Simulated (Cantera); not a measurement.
A freely propagating, adiabatic, planar premixed flame of CO : H2 : O2 : N2 = 1 : 1.4 : 0.8 : 3.68 (molar parts), equivalence ratio 1.5, unburnt at 550 K and 9.00 bar; mixture-averaged transport, grid criteria slope 0.08 and curve 0.16, no radiation.

Detailed kinetics in Cantera: GRI-Mech 3.0 (53 species, 325 reactions). The hydrogen kinetics of GRI-Mech 3.0 are dated; newer H2 mechanisms differ, most at raised pressure. Burning velocities carry a grid error of a few per cent, more on coarse grids.

### Question
Predict: laminar burning velocity; thermal thickness; peak x(OH).

### Answer
| Item | Result |
|---|---|
| laminar burning velocity | 322 cm/s |
| thermal thickness | 0.0321 mm |
| peak x(OH) | 0.00784 |
